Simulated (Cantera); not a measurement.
Cantera run, input and output.

```python
import numpy as np
import cantera as ct

gas = ct.Solution("gri30.yaml")
gas.TPX = 500, 39000, {'CH3OH': 1, 'O2': 1.07, 'N2': 4.03}
flame = ct.FreeFlame(gas, width=0.077)
flame.set_refine_criteria(ratio=3, slope=0.08, curve=0.16)
flame.transport_model = "unity-Lewis-number"
flame.solve(loglevel=0, auto=True)
z, T = flame.grid, flame.T
thick = (T[-1] - T[0]) / np.gradient(T, z).max()
show = ['CH3OH', 'O2', 'NO', 'C2H6', 'CO2', 'CH2O']
print(f"laminar burning velocity  {flame.velocity[0] * 100:.3f} cm/s")
print(f"burnt temperature         {T[-1]:.1f} K")
print(f"thermal thickness         {thick * 1e3:.4f} mm")
print(f"grid points               {len(z)}")
z0 = z[flame.heat_release_rate.argmax()]
print(f"{'z/mm':>9s}{'T/K':>9s}{'u/(m/s)':>9s}" + "".join(f"{s:>11s}" for s in show))
rows = []
for k in (-3, -2, -1.5, -1, -0.5, -0.25, 0, 0.25, 0.5, 1, 2, 4, 8):
    zz = z0 + k * thick
    rows.append([k * thick, np.interp(zz, z, T), np.interp(zz, z, flame.velocity),
                 *(np.interp(zz, z, flame.X[gas.species_index(s)]) for s in show)])
    print(f"{rows[-1][0] * 1e3:9.3f}{rows[-1][1]:9.1f}{rows[-1][2]:9.3f}" + "".join(f"{x:11.3e}" for x in rows[-1][3:]))
```

Output:

```
laminar burning velocity  69.527 cm/s
burnt temperature         2143.8 K
thermal thickness         0.8906 mm
grid points               136
     z/mm      T/K  u/(m/s)      CH3OH         O2         NO       C2H6        CO2       CH2O
   -2.672    500.8    0.696  1.638e-01  1.753e-01  3.734e-10  1.194e-09  2.461e-05  7.354e-06
   -1.781    505.4    0.703  1.632e-01  1.748e-01  2.634e-09  8.097e-09  1.669e-04  4.985e-05
   -1.336    523.4    0.730  1.607e-01  1.727e-01  1.259e-08  3.518e-08  7.249e-04  2.166e-04
   -0.891    606.5    0.855  1.493e-01  1.628e-01  7.941e-08  1.613e-07  3.323e-03  9.929e-04
   -0.445    979.1    1.453  9.612e-02  1.172e-01  8.558e-07  7.450e-07  1.535e-02  4.584e-03
   -0.223   1336.4    2.088  4.578e-02  7.369e-02  2.469e-06  1.285e-06  2.679e-02  7.731e-03
    0.000   1704.4    2.798  3.453e-03  3.170e-02  4.936e-06  9.566e-07  3.997e-02  3.125e-03
    0.223   1808.6    2.982  3.195e-06  1.213e-02  6.795e-06  8.018e-09  5.250e-02  1.648e-05
    0.445   1841.3    3.030  3.658e-09  6.991e-03  8.155e-06  9.345e-12  6.036e-02  1.950e-07
    0.891   1884.8    3.092  5.851e-12  4.854e-03  1.002e-05  1.591e-16  6.628e-02  8.657e-10
    1.781   1939.6    3.167  1.775e-15  3.558e-03  1.247e-05  7.872e-22  6.807e-02  4.413e-10
    3.562   2002.0    3.252  8.767e-16  2.294e-03  1.565e-05  3.854e-27  6.836e-02  4.576e-10
    7.125   2059.9    3.330  8.609e-16  1.198e-03  1.938e-05  1.312e-27  6.863e-02  4.829e-10
```

Computed with Cantera and GRI-Mech 3.0 (53 species, 325 reactions). GRI-Mech 3.0 was tuned for natural gas; its chemistry of methanol as a main component is partial and can be far from experiment. Unity Lewis numbers drop preferential diffusion, which matters most where H2 and H carry the flame. Burning velocities carry a grid error of a few per cent, more on coarse grids.
